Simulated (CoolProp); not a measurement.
Saturation properties of C2F6 (R116) (Tc = 19.9 °C, pc = 3.048 MPa, ω = 0.257).

Values from CoolProp's reference Helmholtz-energy equation of state, Lemmon 2006. It is a short technical equation, of lower accuracy than the large ones.

| T (°C) | p (MPa) | liquid cp (kJ/(kg K)) | liquid viscosity (µPa s) |
|---|---|---|---|
| -73.75 | 0.1272 | 0.9529 | 391 |
| -70.85 | 0.1472 | 0.9607 | [?] |
| -67.85 | 0.1703 | 0.9689 | [?] |
| -64.95 | [?] | 0.9772 | 335 |
| -62.05 | 0.2227 | 0.9858 | [?] |
| -59.15 | 0.2532 | 0.9948 | 303 |
| -56.15 | 0.2879 | 1.004 | 288 |
| -53.25 | 0.3248 | [?] | 275 |
| -50.35 | 0.3651 | 1.024 | 262 |
| -47.45 | 0.4091 | 1.035 | 249 |
| -44.45 | 0.4587 | 1.047 | [?] |
| -41.55 | 0.5107 | 1.059 | 226 |
| -38.65 | 0.5671 | 1.071 | 216 |

Question: Complete the blanks.

Answer: 
- -70.85, liquid viscosity (µPa s): 371
- -67.85, liquid viscosity (µPa s): 352
- -64.95, p (MPa): 0.1952
- -62.05, liquid viscosity (µPa s): 318
- -53.25, liquid cp (kJ/(kg K)): 1.014
- -44.45, liquid viscosity (µPa s): 237

It boils at -78.1 °C under 1 atm.

Viscosity comes from a separate model (Huber 2003), an estimate that may be off by 10 % or more.
